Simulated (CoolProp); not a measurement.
The fluoroketone C6F12O (FK-5-1-12) at several states: density (kg/m³) from the reference equation and from simpler models built on Tc = 441.8 K, pc = 1869 kPa, ω = 0.471; each cubic takes its own stable root.

The numbers come from the reference Helmholtz-energy equation of state, McLinden 2015 in CoolProp.

```csv
T (K),p (kPa),phase,reference
357.4,24.4,gas,2.621
228.5,193,liquid,1799
261.5,834,liquid,1711
220,17,liquid,1821
434.7,242,gas,22.26
324,1080,liquid,1528
```

**Question.** How far does each simpler model (van der Waals, Soave-Redlich-Kwong, Peng-Robinson) lie from the reference over these 6 states: mean and median of the absolute difference, and the worst?

**Answer.** 
- van der Waals: mean 37.5 %, median 41.0 %, worst -99.8 % at 220 K and 17 kPa
- Soave-Redlich-Kwong: mean 6.3 %, median 8.7 %, worst -10.2 % at 220 K and 17 kPa
- Peng-Robinson: mean 1.4 %, median 1.1 %, worst +3.4 % at 324 K and 1080 kPa

At some of these states van der Waals gives the other phase, because its saturation line lies elsewhere.
